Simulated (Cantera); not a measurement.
A diamond (100) surface in a fixed gas of H2 with x(CH4) = 0.017, x(CH3) = 0.0003, at 1025 K, 105 Torr; coverages are run to steady state.

Model: the Harris–Goodwin 1993 mechanism for the reconstructed diamond (100) surface, integrated in Cantera.

One state of this run: growth (µm/h) = 20.2; θ c6HH = 0.521; θ c6H* = 0.0184; θ c6*H = 0.352; θ c6** = 0.00952; θ c6HM = 0.0705. θ: site fractions in the mechanism's names (c6HH fully hydrogenated, c6H* and c6*H radical sites, c6** diradical, c6HM methylated).

Which value of x(H) does it belong to?
A) 0.028
B) 0.0017
C) 0.0068
D) 0.0001

B, 0.0017
